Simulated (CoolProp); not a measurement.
Saturation properties of toluene.

Model: reference Helmholtz-energy equation of state, Lemmon 2006, in CoolProp. It is a short technical equation, of lower accuracy than the large ones.

```json
[
 {"T (°C)": "97.85", "p (MPa)": "0.06953", "vapour density (kg/m³)": "2.143", "liquid cp (kJ/(kg K))": "1.955", "surface tension (mN/m)": "19.3", "liquid conductivity (mW/(m K))": "111"},
 {"T (°C)": "101.85", "p (MPa)": "0.07850", "vapour density (kg/m³)": "2.401", "liquid cp (kJ/(kg K))": "1.970", "surface tension (mN/m)": "18.9", "liquid conductivity (mW/(m K))": "109"},
 {"T (°C)": "105.85", "p (MPa)": "0.08837", "vapour density (kg/m³)": "2.683", "liquid cp (kJ/(kg K))": "1.985", "surface tension (mN/m)": "18.4", "liquid conductivity (mW/(m K))": "108"},
 {"T (°C)": "109.95", "p (MPa)": "0.09948", "vapour density (kg/m³)": "2.997", "liquid cp (kJ/(kg K))": "2.001", "surface tension (mN/m)": "18.0", "liquid conductivity (mW/(m K))": "107"},
 {"T (°C)": "113.95", "p (MPa)": "0.1113", "vapour density (kg/m³)": "3.332", "liquid cp (kJ/(kg K))": "2.016", "surface tension (mN/m)": "17.5", "liquid conductivity (mW/(m K))": "106"},
 {"T (°C)": "117.95", "p (MPa)": "0.1243", "vapour density (kg/m³)": "3.694", "liquid cp (kJ/(kg K))": "2.031", "surface tension (mN/m)": "17.1", "liquid conductivity (mW/(m K))": "105"},
 {"T (°C)": "121.95", "p (MPa)": "0.1384", "vapour density (kg/m³)": "4.087", "liquid cp (kJ/(kg K))": "2.047", "surface tension (mN/m)": "16.6", "liquid conductivity (mW/(m K))": "104"},
 {"T (°C)": "126.05", "p (MPa)": "0.1541", "vapour density (kg/m³)": "4.523", "liquid cp (kJ/(kg K))": "2.062", "surface tension (mN/m)": "16.2", "liquid conductivity (mW/(m K))": "103"},
 {"T (°C)": "130.05", "p (MPa)": "0.1707", "vapour density (kg/m³)": "4.983", "liquid cp (kJ/(kg K))": "2.078", "surface tension (mN/m)": "15.8", "liquid conductivity (mW/(m K))": "102"}
]
```

It boils at 110.6 °C under 1 atm.

Thermal conductivity comes from a separate model (Assael 2012). Surface tension comes from a separate correlation (Mulero 2012).
